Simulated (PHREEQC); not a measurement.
Consider water at 10 °C with 0.0041 mol/kgw TMAH, 0.0013 mol/kgw K2SO4 and 0.0097 mol/kgw CO2. Closed to the air; pH follows from the charge balance.

Computed with PHREEQC (ion-association model, phreeqc.dat).

Problem. The ionic strength comes out as 0.00798 mol/kgw. What activity coefficients do KSO4-, SO4-2, K+, HCO3- get?

Solution. KSO4- 0.92, SO4-2 0.70, K+ 0.91, HCO3- 0.92.

This is a speciation only: nothing precipitates in the calculation. (CH3)4N+ isn't in the database: it is added as a free cation with an ion size of 4 Å. Away from 25 °C the constants follow the database's enthalpies or fits; those with neither stay at their 25 °C values.
